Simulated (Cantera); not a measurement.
Cantera run:

```python
import numpy as np
import cantera as ct

gas_names = """
    C CN C2 CCN CNC C2N2 C3 C4 C4N2 C5 N N2 Si SiC SiC2 SiN Si2 Si2C Si2N Si3
""".split()
cond_names = """
    C(gr) Si(cr) Si(L) SiC(b) Si3N4(a)
""".split()


# ... load() reads the species with a 1 bar reference pressure and builds the phases ...
atoms = {
    'SiC': {'Si': 1, 'C': 1},
    'C': {'C': 1},
    'N2': {'N': 2},
}
top_T = {'C(gr)': 4500, 'SiC(b)': 3050, 'Si3N4(a)': 2400}  # K; cautious upper limits of use, not melting points


# ... equilibrate(T, P, feed) seeds the gas with the atoms and calls Mixture.equilibrate('TP', solver="vcs", rtol=1e-11, max_steps=5000) ...
results = []
feed = {'SiC': 1, 'C': 0.27, 'N2': 8.5}  # mol
T = 1823.15  # K
P = 3.8  # Pa
mix = equilibrate(T, P, feed)
results.append((T, P, feed, dict(zip(mix.species_names, mix.species_moles))))
print(gas.report(threshold=1e-06))
for i in range(1, mix.n_phases):
    print(f"{mix.phase(i).name:16s} {mix.phase_moles(i):12.5e} mol")
```

It prints:

```
       temperature   1823.2 K
          pressure   3.8 Pa
           density   7.0234e-06 kg/m^3
  mean mol. weight   28.017 kg/kmol
   phase of matter   gas

                          1 kg             1 kmol
                     ---------------   ---------------
          enthalpy        1.8262e+06        5.1165e+07  J
   internal energy        1.2852e+06        3.6006e+07  J
           entropy             11900        3.3341e+05  J/K
    Gibbs function        -1.987e+07        -5.567e+08  J
 heat capacity c_p            1270.8             35605  J/K
 heat capacity c_v            974.08             27291  J/K

                      mass frac. Y      mole frac. X     chem. pot. / RT
                     ---------------   ---------------   ---------------
                CN          6.73e-06        7.2471e-06           -20.978
                N2           0.99667           0.99678           -36.814
                Si         0.0031248         0.0031173            -8.968
              SiC2        9.6576e-05        5.1927e-05           -14.111
               SiN         1.193e-05        7.9411e-06           -27.375
              Si2C        9.0972e-05        3.7383e-05           -20.508
     [  +14 minor]        2.5063e-06        1.2092e-06

C(gr)             2.96474e-01 mol
Si(L)             0.00000e+00 mol
SiC(b)            9.72255e-01 mol
Si3N4(a)          0.00000e+00 mol
```

Method: chemical equilibrium by Gibbs-energy minimisation in Cantera with the NASA 1993 tables (ideal gas, pure condensed phases).
